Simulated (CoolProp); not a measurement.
Vapour-liquid equilibrium of R114 (1) + n-pentane (2) at 321 K; x and y are mole fractions of (1).

Model: multi-fluid Helmholtz-energy mixture model, Platzer 1990 and Thol 2019; pair parameters Bell 2016, in CoolProp. This equation is an older, rougher fit; its heat capacities, sound speeds and derivatives of the liquid may be far off and weren't checked against measurements.

```tsv
x	bubble pressure (MPa)	y at the bubble point	dew pressure at overall composition x (MPa)	liquid density (mol/L)
0.05	0.1736	…	0.1553	…
0.2	0.2363	0.469	0.1776	8.216
0.35	0.2854	0.621	…	8.168
0.5	0.3248	0.723	0.2452	8.126
0.65	0.3580	0.805	0.2960	8.094
0.8	0.3872	…	…	8.075
0.95	0.4136	0.968	0.4087	8.076
```

Question: What belongs in the gaps?

Answer: 
- 0.05, y at the bubble point: 0.175
- 0.05, liquid density (mol/L): 8.267
- 0.35, dew pressure at overall composition x (MPa): 0.2067
- 0.8, y at the bubble point: 0.882
- 0.8, dew pressure at overall composition x (MPa): 0.3561

No azeotrope shows between x = 0.05 and 0.95.

The pair parameters rest on a limited set of measurements; away from them the model extrapolates.
